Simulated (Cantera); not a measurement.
Input: 1 mol FeS₂, 5.6 mol H₂, 2.7 mol H₂O, at 1725 K and 0.100 bar.

Equilibrium computed with Cantera from the NASA thermochemical tables; the gas is ideal and each condensed phase is pure. Candidate condensed phases: Fe, FeO, Fe(OH)₂, Fe(OH)₃, FeS, FeSO₄, FeS₂, Fe₂O₃, Fe₂(SO₄)₃, Fe₃O₄, H₂O, H₂SO₄, S; 22 gas species. FeS: taken at fixed stoichiometry. Rates play no part.

Base state: H₂ 0.604, H₂O 0.310, H₂S 0.0472, S₂ 0.0308, SH 0.00480, SO₂ 0.00135, SO 0.000836, H 0.000457 (mole fractions); condensed: FeS(l).

Task: What changes in the equilibrium state with this change: temperature from 1725 K to 673.15 K?

Result: 
| species | before | after |
|---|---|---|
| H₂ | 0.604 | 0.554 |
| H₂O | 0.310 | 0.325 |
| H₂S | 0.0472 | 0.120 |
| S₂ | 0.0308 | <1e-9 |
| Fe | 2.50e-5 | <1e-9 |
| SH | 0.00480 | <1e-9 |
| SO₂ | 0.00135 | <1e-9 |
| SO | 0.000836 | <1e-9 |
| H | 0.000457 | <1e-9 |
| FeS(l), mol | 1.000 | 0 |
| FeS(s), mol | 0 | 1.00 |
